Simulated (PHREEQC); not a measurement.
Consider water at 25 °C with 0.036 mol Pb(NO3)2, 0.0225 mol HNO3 and 0.00195 mol Na2SO4 per kg of water. Closed to the air; pH follows from the charge balance.

Model: ion-association model, wateq4f.dat, run in PHREEQC.

The ionic strength comes out as 0.111 mol/kgw. What activity coefficients do NO3-, HSO4-, H+, Na+, Pb(SO4)2-2 get?

NO3- 0.74, HSO4- 0.77, H+ 0.82, Na+ 0.78, Pb(SO4)2-2 0.36.

This is a speciation only: nothing precipitates in the calculation. The solution is supersaturated, for example in Anglesite, so a real one may precipitate; this is no full list. Species that the database lacks are ignored.
